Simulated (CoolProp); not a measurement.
Vapour-liquid equilibrium of hydrogen sulfide (1) + n-butane (2) at 0.458 bar; x and y are mole fractions of (1).

The numbers come from the multi-fluid Helmholtz-energy mixture model, Lemmon 2006 and Bücker 2006; pair parameters Kunz 2012 in CoolProp.

```
x     bubble temperature, mixture model (K)  bubble temperature, Raoult's law (K)  y, mixture model  y, Raoult's law
----  -------------------------------------  ------------------------------------  ----------------  ---------------
0.05                                  229.6                                 243.1             0.709            0.415
0.2                                   207.4                                 225.6             0.937            0.809
0.35                                  202.5                                 216.2             0.959            0.913
0.5                                   201.2                                 210.0             0.965            0.956
0.65                                  200.7                                 205.5             0.968            0.978
0.8                                   200.1                                 202.1             0.972            0.990
0.95                                  198.9                                 199.2             0.988            0.998
```

The largest gap from Raoult's law is -18.2 K in bubble temperature, at x = 0.2. No azeotrope shows between x = 0.05 and 0.95.

Pair parameters are fitted to limited data, so mixtures are less certain than the pure fluids. With so large a gap from Raoult's law the liquid may split in two, which this calculation doesn't test in full.
